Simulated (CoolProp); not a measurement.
Vapour-liquid equilibrium of propane (1) + cyclopropane (2) at 67.65 °C; x and y are mole fractions of (1).

The numbers come from the multi-fluid Helmholtz-energy mixture model, Lemmon 2009 and Polt 1992; pair parameters Bell 2016 in CoolProp. This equation is an older, rougher fit; its heat capacities, sound speeds and derivatives of the liquid may be far off and weren't checked against measurements.

| x | bubble pressure, mixture model (kPa) | bubble pressure, Raoult's law (kPa) | y, mixture model | y, Raoult's law |
|---|---|---|---|---|
| 0.05 | 2022 | 2001 | (withheld) | 0.062 |
| 0.125 | (withheld) | 2038 | 0.155 | 0.151 |
| 0.2 | 2147 | 2075 | (withheld) | 0.238 |
| 0.275 | 2203 | 2112 | 0.319 | 0.322 |
| 0.35 | 2254 | 2149 | (withheld) | 0.402 |
| 0.425 | 2300 | 2186 | 0.467 | 0.480 |
| 0.5 | 2341 | 2223 | 0.537 | 0.555 |
| 0.575 | 2377 | 2260 | 0.605 | 0.628 |
| 0.65 | 2408 | 2297 | 0.673 | 0.699 |
| 0.725 | 2434 | 2334 | 0.740 | 0.767 |
| 0.8 | 2453 | 2371 | 0.808 | 0.833 |
| 0.875 | 2466 | 2408 | 0.878 | 0.897 |
| 0.95 | 2471 | 2445 | 0.950 | 0.960 |

**Question.** Some entries are withheld; supply them.

**Answer.** 
- 0.05, y, mixture model: 0.064
- 0.125, bubble pressure, mixture model (kPa): 2087
- 0.2, y, mixture model: 0.240
- 0.35, y, mixture model: 0.395

The largest gap from Raoult's law is +5.3 % in bubble pressure, at x = 0.5. No azeotrope shows between x = 0.05 and 0.95.

Pair parameters are fitted to limited data, so mixtures are less certain than the pure fluids.
